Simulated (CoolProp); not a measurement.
Properties of R1336mzz(E) along the isotherm 136.85 °C.

Computed with CoolProp (reference Helmholtz-energy equation of state, Akasaka 2023).

| p (MPa) | phase | cp (kJ/(kg K)) | cv (kJ/(kg K)) | speed of sound (m/s) | expansivity (1/kK) | fugacity coefficient |
|---|---|---|---|---|---|---|
| 0.633 | gas | 0.9479 | 0.8701 | 138.0 | 3.294 | 0.9238 |
| 1.27 | gas | 1.013 | 0.8859 | 126.2 | 4.709 | 0.8495 |
| 1.9 | gas | 1.137 | 0.9067 | 112.6 | 7.460 | 0.7775 |
| 2.53 | gas | 1.512 | 0.9387 | 95.25 | 15.76 | 0.7056 |
| 3.17 | supercritical | 7.189 | 1.006 | 77.29 | 134.3 | 0.6260 |
| 3.8 | supercritical | 2.061 | 0.9748 | 125.4 | 18.88 | 0.5454 |
| 4.43 | supercritical | 1.691 | 0.9642 | 156.1 | 11.30 | 0.4856 |
| 5.07 | supercritical | 1.552 | 0.9579 | 179.6 | 8.532 | 0.4398 |
| 5.7 | supercritical | 1.477 | 0.9536 | 198.8 | 7.076 | 0.4047 |

The peak of cp marks the crossing from liquid-like to gas-like fluid above the critical point.
